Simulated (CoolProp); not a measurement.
The numbers come from the reference Helmholtz-energy equation of state, de Reuck 1993 in CoolProp.

Task: For methanol, give the phase and the cp (kJ/(kg K)), speed of sound (m/s) at 472.7 K and 0.958 MPa; 568.7 K and 0.958 MPa; 604.8 K and 0.958 MPa.

Result: 
- 472.7 K and 0.958 MPa: gas; cp 2.15, speed of sound 365
- 568.7 K and 0.958 MPa: gas; cp 2.15, speed of sound 403
- 604.8 K and 0.958 MPa: gas; cp 2.20, speed of sound 415
